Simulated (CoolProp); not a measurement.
Vapour-liquid equilibrium of carbon dioxide (1) + CH3F (R41) (2) at 222.7 K; x and y are mole fractions of (1).

Values from CoolProp's multi-fluid Helmholtz-energy mixture model, Span 1996 and Lemmon 2006; pair parameters Bell 2016.

```csv
x,"bubble pressure, mixture model (MPa)","bubble pressure, Raoult's law (MPa)","y, mixture model","y, Raoult's law"
0.05,___,0.3961,0.079,0.085
0.125,0.4155,0.4178,0.188,0.200
0.2,0.4350,0.4394,0.286,0.305
0.275,0.4543,0.4610,___,0.400
0.35,0.4737,0.4826,0.462,0.486
0.425,0.4934,0.5042,0.541,0.565
0.5,0.5136,0.5258,0.616,0.637
0.575,___,0.5475,___,0.704
0.65,0.5564,0.5691,0.753,0.765
0.725,0.5791,0.5907,___,0.822
0.8,0.6028,0.6123,0.873,0.875
0.875,0.6274,0.6339,0.925,0.925
0.95,0.6527,0.6555,0.972,0.971
```

Problem. Some entries are withheld; supply them.

Solution. 
- 0.05, bubble pressure, mixture model (MPa): 0.3955
- 0.275, y, mixture model: 0.377
- 0.575, bubble pressure, mixture model (MPa): 0.5346
- 0.575, y, mixture model: 0.687
- 0.725, y, mixture model: 0.815

The largest gap from Raoult's law is -2.4 % in bubble pressure, at x = 0.575. No azeotrope shows between x = 0.05 and 0.95.

Pair parameters are fitted to limited data, so mixtures are less certain than the pure fluids.
